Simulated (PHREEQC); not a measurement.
A PHREEQC speciation (ion-association model, wateq4f.dat) at 14 °C gives pH 9.51 and these molalities:

| species | mol/kgw |
|---|---|
| NH4+ | 0.00335 |
| HCO3- | 0.00260 |
| NH3 | 0.00259 |
| CO3-2 | 0.000370 |
| OH- | 1.43e-5 |
| CO2 | 2.01e-6 |

Question: What are the element totals, and what could have been dissolved in 1 kg of water to give them?

Answer: One answer among several that fit: totals C(4) 0.00297, N(-3) 0.00594 mol/kgw, from 2.97 mmol/kgw (NH4)2CO3.

No solid was allowed to form. Complexes and solids missing from the database can't appear. Away from 25 °C the constants follow the database's enthalpies or fits; those with neither stay at their 25 °C values.
